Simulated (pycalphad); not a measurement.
Computed with pycalphad from the COST 507 light-alloy database (1999), at 1 atm. These are 1990s assessments: newer ones move some temperatures and phases. Diffusion is slow at the low end, where real alloys seldom reach equilibrium.

Ti-23.34Hf-0.1564B (wt.%): equilibrium cooling sequence

```tsv
T (°C)	phases above	phases below
1638.1	liquid	bcc + liquid
1542.5	bcc + liquid	bcc + BM
834.0	bcc + BM	bcc + BM + hcp
825.8	bcc + BM + hcp	BM + hcp
```

Changes were sought between steps of 50 K, so a narrower field can be missed.

Database names, with the compositions (at.%) that they take in these runs: BM: Ti 49 B 50 Hf 0.
